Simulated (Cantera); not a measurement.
# Hydrocarbon pyrolysis for carbon deposition

An isothermal, constant-pressure homogeneous reactor starts with 3.57 % C₂H₄, 96.4 % H₂, at 1550 K and 255 Torr.

Detailed kinetics in Cantera: GRI-Mech 3.0 (53 species, 325 reactions). GRI-Mech 3.0 was tuned for natural gas; its chemistry of ethylene as a main component is partial and can be far from experiment. GRI-Mech 3.0 stops at C3 and has no aromatics, soot or wall deposition, so with more carbon than oxygen in the feed, carbon stays in small species such as C2H2 where larger ones or solid carbon would form.

```tsv
t (s)	x C₂H₄	x H₂	x CH₄	x CH₂	x C₂H₂
1.00e-6	0.0357	0.964	<1e-12	<1e-12	6.58e-7
3.63e-6	0.0357	0.964	<1e-12	<1e-12	2.39e-6
1.32e-5	0.0357	0.964	7.00e-12	<1e-12	8.70e-6
4.80e-5	0.0357	0.964	2.48e-10	1.01e-12	3.18e-5
0.000174	0.0356	0.964	9.13e-9	3.93e-12	0.000117
0.000634	0.0352	0.964	3.68e-7	1.69e-11	0.000452
0.00230	0.0332	0.964	1.99e-5	1.60e-10	0.00242
0.00837	0.0155	0.965	0.000486	3.03e-10	0.0193
0.0304	0.00217	0.965	0.00101	1.37e-10	0.0319
0.110	0.00179	0.964	0.00167	1.91e-10	0.0320
0.401	0.00174	0.963	0.00385	3.47e-10	0.0310
1.46	0.00158	0.960	0.0101	6.99e-10	0.0282
5.30	0.00132	0.954	0.0207	1.19e-9	0.0236
19.3	0.00125	0.953	0.0237	1.31e-9	0.0222
70.0	0.00125	0.953	0.0237	1.31e-9	0.0222
```
x: mole fraction; the columns are a selection and need not sum to one.

Equilibrium at this temperature and pressure: C₂H₄ 0.00125, H₂ 0.953, CH₄ 0.0237, CH₂ 1.31e-9, C₂H₂ 0.0222 (gas phase only).
